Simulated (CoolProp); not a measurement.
The fluid at 298.15 K and 0.691 MPa (gas) is heated at constant pressure to 447.5 K. The same conditions are run with several fluids, on thermodynamics alone (safety and materials aside).

Model: reference Helmholtz-energy equation of state of each fluid (oxygen: Schmidt 1985; R13: Platzer 1990; carbon monoxide: Lemmon 2006; hydrogen chloride: Thol 2018), in CoolProp. The equations of Platzer and Polt are older, rougher fits.

**Question.** Rank oxygen, R13, carbon monoxide, hydrogen chloride by heat (kJ/kg), highest first.

**Answer.** carbon monoxide (157), oxygen (141), hydrogen chloride (125), R13 (110)

```
fluid              final density (kg/m³)
-----------------  ---------------------
oxygen                              5.94
R13                                 19.7
carbon monoxide                     5.19
hydrogen chloride                   6.85
```

Above 300 K oxygen's equation is extrapolated.
